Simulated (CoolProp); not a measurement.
Saturation properties of water (Tc = 647.1 K, pc = 22.06 MPa, ω = 0.344).

Values from CoolProp's reference Helmholtz-energy equation of state, Wagner 2002.

| T (K) | p (MPa) | liquid density (kg/m³) | vapour density (kg/m³) | liquid viscosity (µPa s) | vapour viscosity (µPa s) | liquid conductivity (mW/(m K)) |
|---|---|---|---|---|---|---|
| 340.5 | 0.02779 | 979.2 | 0.1780 | 419 | 11.1 | 658 |
| 355.8 | 0.05274 | 970.1 | 0.3244 | 343 | 11.6 | 669 |
| 371.1 | 0.09422 | 959.8 | 0.5584 | 288 | 12.2 | 676 |
| 386.4 | 0.1598 | 948.4 | 0.9150 | 247 | 12.7 | 681 |
| 401.7 | 0.2588 | 936.1 | 1.437 | 216 | 13.2 | 683 |
| 417 | 0.4027 | 922.7 | 2.176 | 191 | 13.8 | 682 |
| 432.3 | 0.6050 | 908.3 | 3.194 | 171 | 14.3 | 679 |
| 447.7 | 0.8832 | 892.8 | 4.571 | 155 | 14.8 | 674 |
| 463 | 1.251 | 876.2 | 6.375 | 142 | 15.3 | 666 |

It boils at 373.1 K under 1 atm.

Viscosity comes from a separate model (Huber 2009). Thermal conductivity comes from a separate model (Huber 2012).
